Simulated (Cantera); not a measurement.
Fe3O4 + H2O + N2 (chemical vapour transport)

A closed system holds: 1 mol Fe3O4, 0.018 mol H2O, 7 mol N2, held at 1398 K and 101000 Pa.

These are equilibrium values from Cantera (NASA tables, ideal gas, pure condensed phases), not measurements of a reactor. Candidate condensed phases: Fe, FeO, Fe(OH)2, Fe(OH)3, Fe2O3, Fe3O4, H2O; 27 gas species. The numbers say what is thermodynamically allowed, not how fast it happens.

```
Item                                       Value
-------------------------------------  ---------
x(N2)                                      0.997
x(H2O)                                   0.00256
x(H2)                                    1.86e-6
x(NO)                                    1.06e-6
n(Fe3O4(s))                             1.00 mol
gas amount                             7.018 mol
log10 activity of Fe(γ) (absent)           -4.07
log10 activity of Fe(OH)2(s) (absent)      -8.56
log10 activity of Fe(OH)3(s) (absent)     -13.14
```
